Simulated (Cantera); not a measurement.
What does this Cantera script print?

```python
import numpy as np
import cantera as ct

gas = ct.Solution("gri30.yaml")


def delay(T, t_max=10):
    gas.TPX = T, 500000, {'CH3OH': 1, 'O2': 3.41, 'N2': 12.8, 'H2O': 0.4}
    reactor = ct.IdealGasReactor(gas, clone=False)
    net = ct.ReactorNet([reactor])
    net.rtol, net.atol = 1e-8, 1e-16
    while net.time < t_max:
        t_old, T_old = net.time, reactor.T
        net.step()
        if reactor.T > T + 400:  # ignition: a rise of 400 K
            return t_old + (T + 400 - T_old) / (reactor.T - T_old) * (net.time - t_old)
    return np.nan


taus = []
for T in [1100, 1150, 1200, 1250, 1300, 1350, 1400, 1450, 1500, 1550]:
    taus.append(delay(T))
    print(f"T0 = {T:6g} K   tau = {taus[-1]:.4e} s")
```

Result:

```
T0 =   1100 K   tau = 1.7439e-02 s
T0 =   1150 K   tau = 6.6413e-03 s
T0 =   1200 K   tau = 2.7536e-03 s
T0 =   1250 K   tau = 1.2347e-03 s
T0 =   1300 K   tau = 5.9536e-04 s
T0 =   1350 K   tau = 3.0707e-04 s
T0 =   1400 K   tau = 1.6851e-04 s
T0 =   1450 K   tau = 9.7833e-05 s
T0 =   1500 K   tau = 5.9708e-05 s
T0 =   1550 K   tau = 3.8054e-05 s
```

Cantera simulation using GRI-Mech 3.0 (53 species, 325 reactions); the numbers are that mechanism's predictions, not measurements. GRI-Mech 3.0 was tuned for natural gas; its chemistry of methanol as a main component is partial and can be far from experiment.
